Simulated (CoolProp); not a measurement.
Vapour pressure (MPa) of decamethyltetrasiloxane (MD2M): the reference equation beside estimates from Tc = 599.4 K, pc = 1.144 MPa, ω = 0.635. Clausius-Clapeyron is anchored at 499.4 K with a constant enthalpy of vaporisation of 36.27 kJ/mol.

Computed with CoolProp (reference Helmholtz-energy equation of state, Thol 2017).

| T (K) | reference | Clausius-Clapeyron | van der Waals | Redlich-Kwong | Peng-Robinson |
|---|---|---|---|---|---|
| 449.6 | 0.06402 | 0.07837 | 0.3233 | 0.1746 | 0.06480 |
| 462 | 0.08829 | 0.1017 | 0.3684 | 0.2146 | 0.08908 |
| 474.5 | 0.1194 | 0.1304 | 0.4177 | 0.2609 | 0.1204 |
| 487 | 0.1585 | 0.1651 | 0.4709 | 0.3138 | 0.1597 |
| 499.4 | 0.2062 | 0.2062 | 0.5278 | 0.3730 | 0.2080 |
| 511.9 | 0.2648 | 0.2553 | 0.5893 | 0.4400 | 0.2676 |
| 524.4 | 0.3353 | 0.3128 | 0.6551 | 0.5147 | 0.3397 |
| 536.8 | 0.4187 | 0.3791 | 0.7247 | 0.5967 | 0.4252 |

Absolute difference from the reference over all 8 rows, mean and median: Clausius-Clapeyron 8.8 and 8.0 %, van der Waals 202.0 and 176.5 %, Redlich-Kwong 96.9 and 89.4 %, Peng-Robinson 1.1 and 1.0 %.
